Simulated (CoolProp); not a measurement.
Vapour-liquid equilibrium of CHF3 (R23) (1) + R227EA (2) at 251.2 K; x and y are mole fractions of (1).

Computed with CoolProp (multi-fluid Helmholtz-energy mixture model, Penoncello 2003 and Lemmon 2016; pair parameters Bell 2016).

```tsv
x	bubble pressure, mixture model (MPa)	bubble pressure, Raoult's law (MPa)	y, mixture model	y, Raoult's law
0.05	0.1365	0.1407	0.434	0.466
0.15	0.2602	0.2640	0.721	0.746
0.25	0.3888	0.3873	0.826	0.847
0.35	0.5158	0.5106	0.880	0.899
0.45	0.6379	0.6339	0.912	0.931
0.55	0.7550	0.7572	0.934	0.953
0.65	0.8692	0.8805	0.951	0.969
0.75	0.9844	1.004	0.965	0.980
0.85	1.106	1.127	0.979	0.989
0.95	1.239	1.250	0.993	0.997
```

The largest gap from Raoult's law is -3.0 % in bubble pressure, at x = 0.05. No azeotrope shows between x = 0.05 and 0.95.

The pair parameters rest on a limited set of measurements; away from them the model extrapolates. The gap from Raoult's law changes sign with composition, which may be real or a fault of the pair parameters; it wasn't checked against measurements.
